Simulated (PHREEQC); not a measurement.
A PHREEQC speciation (ion-association model, phreeqc.dat) at 27 °C gives pH 4.45 and these molalities:

```json
[
 {"species": "Cd+2", "mol/kgw": "0.0899"},
 {"species": "CdSO4", "mol/kgw": "0.0808"},
 {"species": "SO4-2", "mol/kgw": "0.0505"},
 {"species": "Cd(SO4)2-2", "mol/kgw": "0.0394"},
 {"species": "HSO4-", "mol/kgw": "5.83e-5"},
 {"species": "H+", "mol/kgw": "4.59e-5"},
 {"species": "Cd2OH+3", "mol/kgw": "1.43e-7"},
 {"species": "CdOH+", "mol/kgw": "9.43e-8"}
]
```

What are the element totals, and what could have been dissolved in 1 kg of water to give them?

One answer among several that fit: totals Cd 0.210, S(6) 0.210 mol/kgw, from 0.21 mol CdSO4 and 5.2e-05 mol H2SO4 per kg of water.

No solid was allowed to form.
